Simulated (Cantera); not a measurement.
An isothermal, constant-pressure homogeneous reactor starts with N2O : N2 = 0.14 : 7 (molar parts), at 1400 K and 0.0970 bar.

Computed with Cantera and GRI-Mech 3.0 (53 species, 325 reactions). GRI-Mech 3.0 was tuned for natural gas; its chemistry of N2O as a main component is partial and can be far from experiment.

x: mole fraction; the columns are a selection and need not sum to one.

```csv
t (s),x N2O,x O,x O2,x NO,x N2
2.00e-6,0.0196,2.98e-8,1.40e-11,6.88e-12,0.980
1.55e-5,0.0196,2.30e-7,8.43e-10,4.14e-10,0.980
0.000120,0.0196,[?],[?],[?],0.980
0.000928,0.0196,1.07e-5,2.54e-6,1.24e-6,0.980
0.00719,0.0194,2.51e-5,6.55e-5,3.21e-5,0.980
0.0557,0.0180,2.54e-5,0.000618,0.000303,0.981
0.431,0.0102,2.47e-5,0.00374,0.00182,0.984
3.34,[?],[?],0.00778,0.00360,0.988
25.8,7.31e-9,2.72e-7,0.00790,0.00362,0.988
200,7.30e-9,2.72e-7,0.00790,0.00361,0.988
```

Complete the blanks.


- 0.000120, x O: 1.73e-6
- 0.000120, x O2: 4.94e-8
- 0.000120, x NO: 2.43e-8
- 3.34, x N2O: 0.000255
- 3.34, x O: 7.67e-6
